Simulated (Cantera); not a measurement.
**Reactions in the system H-O-Zr**

Standard-state values (1 bar) from the NASA 1993 polynomials, evaluated with Cantera. Values are per mole of reaction as written; species without (g) are pure solids or liquids, kept so even where they would boil at 1 bar.

2 OH(g) + Zr = 2 H(g) + ZrO₂(g)

```json
[
 {"T (K)": "398", "ΔH° (kJ)": "71.5", "ΔS° (J/K)": "98.1", "ΔG° (kJ)": "32.5", "log10 K": "-4.27", "condensed phases": "Zr(α)"},
 {"T (K)": "548", "ΔH° (kJ)": "72.6", "ΔS° (J/K)": "100.4", "ΔG° (kJ)": "17.6", "log10 K": "-1.68", "condensed phases": "Zr(α)"},
 {"T (K)": "698", "ΔH° (kJ)": "73.9", "ΔS° (J/K)": "102.5", "ΔG° (kJ)": "2.4", "log10 K": "-0.18", "condensed phases": "Zr(α)"},
 {"T (K)": "848", "ΔH° (kJ)": "75.2", "ΔS° (J/K)": "104.1", "ΔG° (kJ)": "-13.1", "log10 K": "0.81", "condensed phases": "Zr(α)"},
 {"T (K)": "998", "ΔH° (kJ)": "76.1", "ΔS° (J/K)": "105.1", "ΔG° (kJ)": "-28.8", "log10 K": "1.51", "condensed phases": "Zr(α)"},
 {"T (K)": "1148", "ΔH° (kJ)": "72.8", "ΔS° (J/K)": "102.2", "ΔG° (kJ)": "-44.6", "log10 K": "2.03", "condensed phases": "Zr(β)"},
 {"T (K)": "1298", "ΔH° (kJ)": "73.7", "ΔS° (J/K)": "103.0", "ΔG° (kJ)": "-59.9", "log10 K": "2.41", "condensed phases": "Zr(β)"},
 {"T (K)": "1448", "ΔH° (kJ)": "74.4", "ΔS° (J/K)": "103.5", "ΔG° (kJ)": "-75.4", "log10 K": "2.72", "condensed phases": "Zr(β)"}
]
```
